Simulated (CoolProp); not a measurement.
Vapour-liquid equilibrium of m-xylene (1) + n-decane (2) at 228.75 °C; x and y are mole fractions of (1).

Computed with CoolProp (multi-fluid Helmholtz-energy mixture model, Zhou 2012 and Lemmon 2006; pair parameters Bell 2016).

### Question
Give the bubble pressure and the first vapour's composition at x = 0.15, 0.65, 0.75. Is there an azeotrope?

### Answer
x = 0.15: 3.934 bar, y = 0.245; x = 0.65: 5.667 bar, y = 0.766; x = 0.75: 6.024 bar, y = 0.841. No azeotrope shows between x = 0.05 and 0.95.

Pair parameters are fitted to limited data, so mixtures are less certain than the pure fluids.
